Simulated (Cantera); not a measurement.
A closed system holds: 1 mol SiC, 0.0084 mol H2O, 50 mol N2, held at 825 °C and 1.33 mbar.

These are equilibrium values from Cantera (NASA tables, ideal gas, pure condensed phases), not measurements of a reactor. Candidate condensed phases: C, C6H6, C7H8, C8H18, H2O, Si, SiC, SiO2, Si2N2O, Si3N4; 151 gas species. N2 is the only nitrogen source here; it is nearly inert below about 1500 K, so the nitride shown seldom forms there in practice. Mutual solubility and eutectic melting of coexisting phases are not modelled. Kinetics and transport are ignored.

What is the equilibrium state?


```json
{
  "x(N2)": "1.000",
  "x(H2)": "0.000170",
  "n(C(graphite))": "1.000 mol",
  "n(Si2N2O(s))": "0.00838 mol",
  "n(Si3N4(s))": "0.328 mol",
  "gas_amount": "49.34 mol",
  "log10 activity of Si(s) (absent)": "-4.12"
}
```
